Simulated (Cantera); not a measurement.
## Iron carbonyl, mercury and lead vapours: Pb + O₂ + H₂

Input: 1 mol Pb, 0.18 mol O₂, 0.42 mol H₂, at 873.15 K and 1.10 bar.

Equilibrium computed with Cantera from the NASA thermochemical tables; the gas is ideal and each condensed phase is pure. Candidate condensed phases: H₂O, Pb, PbO, PbO₂, Pb₃O₄; 12 gas species. Kinetics and transport are ignored.

- x(H₂O): 0.857
- x(H₂): 0.143
- n(Pb(l)): 1.00 mol
- gas amount: 0.4200 mol
- log10 activity of PbO₂(s) (absent): -16.16
